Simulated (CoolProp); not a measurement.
Vapour-liquid equilibrium of R1234yf (1) + R227EA (2) at -11.45 °C; x and y are mole fractions of (1).

The numbers come from the multi-fluid Helmholtz-energy mixture model, Lemmon 2022 and Lemmon 2016; pair parameters Bell 2016 in CoolProp.

Q: Give the bubble pressure and the first vapour's composition at x = 0.05, 0.35, 0.95. Is there an azeotrope?

A: x = 0.05: 1.291 bar, y = 0.081; x = 0.35: 1.551 bar, y = 0.467; x = 0.95: 2.059 bar, y = 0.968. No azeotrope shows between x = 0.05 and 0.95.

The pair parameters rest on a limited set of measurements; away from them the model extrapolates.
